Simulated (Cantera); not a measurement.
**Adiabatic ignition**

An adiabatic, constant-pressure homogeneous reactor starts with 7.23 % CH4, 0.477 % H2, 19.3 % O2, 73.0 % N2, equivalence ratio 0.76, at 1400 K and 1.50 bar.

Cantera simulation using GRI-Mech 3.0 (53 species, 325 reactions); the numbers are that mechanism's predictions, not measurements.

| t (s) | T (K) | x CH4 | x H2 | x O2 | x HO2 | x C2H4 | x HCN |
|---|---|---|---|---|---|---|---|
| 6.00e-6 | 1400 | 0.0723 | 0.00477 | 0.193 | 1.58e-7 | <1e-12 | <1e-12 |
| 1.83e-5 | 1400 | 0.0723 | 0.00477 | 0.193 | 4.71e-7 | 1.14e-11 | <1e-12 |
| 5.61e-5 | 1400 | 0.0723 | 0.00477 | 0.193 | 1.33e-6 | 5.83e-10 | <1e-12 |
| 0.000171 | 1400 | 0.0722 | 0.00477 | 0.193 | 2.98e-6 | 6.45e-8 | <1e-12 |
| 0.000524 | 1402 | 0.0717 | 0.00475 | 0.193 | 7.09e-6 | 1.22e-5 | <1e-12 |
| 0.00160 | 2532 | <1e-12 | 0.00760 | 0.0516 | 7.23e-6 | <1e-12 | 1.83e-11 |
| 0.00490 | 2619 | <1e-12 | 0.00527 | 0.0461 | 7.88e-6 | <1e-12 | 8.08e-11 |
| 0.0150 | 2614 | <1e-12 | 0.00526 | 0.0441 | 7.52e-6 | <1e-12 | 1.08e-10 |
| 0.0458 | 2613 | <1e-12 | 0.00526 | 0.0440 | 7.50e-6 | <1e-12 | 1.09e-10 |
| 0.140 | 2613 | <1e-12 | 0.00526 | 0.0440 | 7.50e-6 | <1e-12 | 1.09e-10 |
| 0.428 | 2613 | <1e-12 | 0.00526 | 0.0440 | 7.50e-6 | <1e-12 | 1.09e-10 |
| 1.31 | 2613 | <1e-12 | 0.00526 | 0.0440 | 7.50e-6 | <1e-12 | 1.09e-10 |
| 4.00 | 2613 | <1e-12 | 0.00526 | 0.0440 | 7.50e-6 | <1e-12 | 1.09e-10 |
x: mole fraction; the columns are a selection and need not sum to one.

| Property | Value |
|---|---|
| time of steepest temperature rise | 1.49 ms |
| temperature at 4.00 s | 2613 K |
| equilibrium temperature | 2613 K |
| x(CH4) at 4.00 s | <1e-12 (gas-phase equilibrium <1e-12) |
| x(H2) at 4.00 s | 0.00526 (gas-phase equilibrium 0.00526) |
| x(O2) at 4.00 s | 0.0440 (gas-phase equilibrium 0.0440) |
